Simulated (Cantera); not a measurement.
Feed: 1 mol Cr, 0.16 mol N2O, 1.2 mol N2, held at 2498.15 K and 10.0 mbar.

Method: chemical equilibrium by Gibbs-energy minimisation in Cantera with the NASA 1993 tables (ideal gas, pure condensed phases). Kinetics and transport are ignored.

```
species    before     after
-------  --------  --------
N2          0.575     0.645
O2        8.74e-5     0.225
O         0.00134    0.0681
Cr          0.360   0.00130
NO       0.000399    0.0215
CrO2      0.00300    0.0280
CrO        0.0598    0.0110
CrO3      5.45e-7  0.000257
```
Gas species are given as mole fractions.

Problem. What was changed between the two runs?
A) pressure from 10.0 mbar to 0.133 bar
B) pressure from 10.0 mbar to 13.3 mbar
C) pressure from 10.0 mbar to 2.30 mbar
D) N2O from 0.16 to 15 mol

Solution. D, N2O from 0.16 to 15 mol
